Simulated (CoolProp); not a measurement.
Properties of ethylene along the isobar 3.1 MPa.

Model: reference Helmholtz-energy equation of state, Smukala 2000, in CoolProp.

```csv
T (K),phase,Z,expansivity (1/kK)
123,liquid,…,…
159.6,liquid,0.1122,2.324
196.1,liquid,0.1003,2.913
232.7,liquid,0.09619,4.413
269.2,gas,0.6839,12.69
305.8,gas,0.8182,6.099
342.4,gas,0.8813,4.376
378.9,gas,0.9185,3.517
415.5,gas,…,2.981
```

Q: Complete the blanks.

A: 
- 123, Z: 0.1345
- 123, expansivity (1/kK): 2.016
- 415.5, Z: 0.9427
